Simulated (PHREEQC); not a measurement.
Ca(OH)2 is added in steps, without added water, to 1 kg of water holding 0.0015 mol/kgw KH2PO4 and 0.081 mol/kgw K2HPO4, at 25 °C. Oxygen is held at 0.21 atm. No CO2 enters from the air. Only these solids could form: Portlandite, Hydroxyapatite.

Base run: PHREEQC, ion-association model, wateq4f.dat. Each further column changes one thing. The table gives pH.

```json
[
 {"Ca(OH)2 added (mol)": "0", "base": "8.47", "K2HPO4 left out": "5.04", "K2HPO4 replaced by KOH at the same molality": "12.78", "diluted 100-fold with water": "8.72", "no solid may form": "8.47"},
 {"Ca(OH)2 added (mol)": "0.06125", "base": "12.36", "K2HPO4 left out": "12.47", "K2HPO4 replaced by KOH at the same molality": "12.84", "diluted 100-fold with water": "12.47", "no solid may form": "12.47"},
 {"Ca(OH)2 added (mol)": "0.1225", "base": "12.99", "K2HPO4 left out": "12.47", "K2HPO4 replaced by KOH at the same molality": "12.84", "diluted 100-fold with water": "12.47", "no solid may form": "13.00"},
 {"Ca(OH)2 added (mol)": "0.1837", "base": "13.08", "K2HPO4 left out": "12.47", "K2HPO4 replaced by KOH at the same molality": "12.84", "diluted 100-fold with water": "12.47", "no solid may form": "13.19"},
 {"Ca(OH)2 added (mol)": "0.245", "base": "13.08", "K2HPO4 left out": "12.47", "K2HPO4 replaced by KOH at the same molality": "12.84", "diluted 100-fold with water": "12.47", "no solid may form": "13.31"},
 {"Ca(OH)2 added (mol)": "0.3063", "base": "13.08", "K2HPO4 left out": "12.47", "K2HPO4 replaced by KOH at the same molality": "12.84", "diluted 100-fold with water": "12.47", "no solid may form": "13.40"},
 {"Ca(OH)2 added (mol)": "0.3675", "base": "13.08", "K2HPO4 left out": "12.47", "K2HPO4 replaced by KOH at the same molality": "12.84", "diluted 100-fold with water": "12.47", "no solid may form": "13.47"},
 {"Ca(OH)2 added (mol)": "0.4288", "base": "13.08", "K2HPO4 left out": "12.47", "K2HPO4 replaced by KOH at the same molality": "12.84", "diluted 100-fold with water": "12.47", "no solid may form": "13.52"},
 {"Ca(OH)2 added (mol)": "0.49", "base": "13.08", "K2HPO4 left out": "12.47", "K2HPO4 replaced by KOH at the same molality": "12.84", "diluted 100-fold with water": "12.47", "no solid may form": "13.57"}
]
```

H3PO4, which wateq4f.dat lacks, is added to it with the constant of phreeqc.dat. In at least one series the solution becomes supersaturated in solids that the run did not let form, among them Portlandite, Hydroxyapatite. The ionic strength passes 0.7 mol/kgw, the rough limit of the ion-association models, in part of: no solid may form.
